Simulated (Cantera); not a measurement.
Ti + O2 + H2 (titanium nitride, carbide and oxide coatings)

A closed system holds: 1 mol Ti, 0.21 mol O2, 2.5 mol H2, held at 2175 K.

Method: chemical equilibrium by Gibbs-energy minimisation in Cantera with the NASA 1993 tables (ideal gas, pure condensed phases). Candidate condensed phases: H2O, Ti, TiO, TiO2, Ti2O3, Ti3O5, Ti4O7; 12 gas species. Each liquid is taken as pure. Mutual solubility and eutectic melting of coexisting phases are not modelled. TiO: taken at fixed stoichiometry. Condensed phases not in the tables: N, O or C dissolved in the metal. The numbers say what is thermodynamically allowed, not how fast it happens.

```json
[
 {"P (Pa)": "10", "x H2": "0.447", "x H": "0.326", "x Ti": "0.142", "x TiO": "0.0849", "n TiO(l)": "0.0713", "n Ti(l)": "0"},
 {"P (Pa)": "37", "x H2": "0.613", "x H": "0.199", "x Ti": "0.165", "x TiO": "0.0229", "n TiO(l)": "0.339", "n Ti(l)": "0"},
 {"P (Pa)": "140", "x H2": "0.817", "x H": "0.118", "x Ti": "0.0585", "x TiO": "0.00606", "n TiO(l)": "0.403", "n Ti(l)": "0.413"},
 {"P (Pa)": "520", "x H2": "0.918", "x H": "0.0649", "x Ti": "0.0157", "x TiO": "0.00163", "n TiO(l)": "0.416", "n Ti(l)": "0.539"},
 {"P (Pa)": "1900", "x H2": "0.961", "x H": "0.0347", "x Ti": "0.00431", "x TiO": "0.000447", "n TiO(l)": "0.419", "n Ti(l)": "0.569"},
 {"P (Pa)": "7200", "x H2": "0.981", "x H": "0.0180", "x Ti": "0.00114", "x TiO": "0.000118", "n TiO(l)": "0.420", "n Ti(l)": "0.577"},
 {"P (Pa)": "27000", "x H2": "0.990", "x H": "0.00935", "x Ti": "0.000303", "x TiO": "3.14e-5", "n TiO(l)": "0.420", "n Ti(l)": "0.579"},
 {"P (Pa)": "100000", "x H2": "0.995", "x H": "0.00487", "x Ti": "8.19e-5", "x TiO": "8.49e-6", "n TiO(l)": "0.420", "n Ti(l)": "0.580"}
]
```
x: gas mole fraction; n: condensed amount in mol.

From 10.0 Pa to 37.0 Pa the condensed part is TiO(l). From 1.40 mbar to 1.00 bar the condensed part is Ti(l) + TiO(l). The main Ti-bearing gas is Ti throughout. The share of Ti in condensed phases is highest at 1.00 bar (100.0 %) and lowest at 10.0 Pa (7.1 %).
